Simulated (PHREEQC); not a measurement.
Consider water at 24 °C with 0.28 mol CuCl2, 0.001 mol HCl and 0.00022 mol Na2SO4 per kg of water. Closed to the air; pH follows from the charge balance.

All values are PHREEQC results (ion-association model, wateq4f.dat), not measurements.

No solid was allowed to form.

Task: Order these S species by the share of S that they hold, largest first: HSO4-, CuSO4, SO4-2.

Result: CuSO4 (60 %), SO4-2 (40 %), HSO4- (0.79 %)

Task: Order these Cl species by the share of Cl that they hold, largest first: CuCl2, Cl-, CuCl+.

Result: Cl- (87 %), CuCl+ (11 %), CuCl2 (1.9 %)

The pH is 3.12 and the ionic strength 0.705 mol/kgw. The ionic strength is past about 0.7 mol/kgw, beyond the range of this activity model, so the values are rough.
